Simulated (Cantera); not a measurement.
A closed system holds: 1 mol Al2O3, 0.0048 mol C, 4.4 mol N2, equilibrated at 59.0 Pa.

Cantera equilibrium calculation (NASA polynomials, part measured and part estimated; ideal gas, pure solids and liquids). Candidate condensed phases: Al, AlN, Al2O3, C; 32 gas species. Kinetics and transport are ignored.

Problem. Which condensed phases are stable at each of these points (T (°C)): 1602, 1702, 1802, 1902, 2002, 2102, 2202, 2302?

Solution. 
```json
[
 {"T (°C)": "1602", "condensed phases": "Al2O3(s)", "Al condensed (%)": "99.8"},
 {"T (°C)": "1702", "condensed phases": "Al2O3(s)", "Al condensed (%)": "99.8"},
 {"T (°C)": "1802", "condensed phases": "Al2O3(s)", "Al condensed (%)": "99.8"},
 {"T (°C)": "1902", "condensed phases": "Al2O3(s)", "Al condensed (%)": "99.8"},
 {"T (°C)": "2002", "condensed phases": "Al2O3(s)", "Al condensed (%)": "99.6"},
 {"T (°C)": "2102", "condensed phases": "Al2O3(l)", "Al condensed (%)": "98.9"},
 {"T (°C)": "2202", "condensed phases": "Al2O3(l)", "Al condensed (%)": "96.5"},
 {"T (°C)": "2302", "condensed phases": "Al2O3(l)", "Al condensed (%)": "88.7"}
]
```

From 1602 °C to 2002 °C the condensed part is Al2O3(s). From 2102 °C to 2302 °C the condensed part is Al2O3(l).
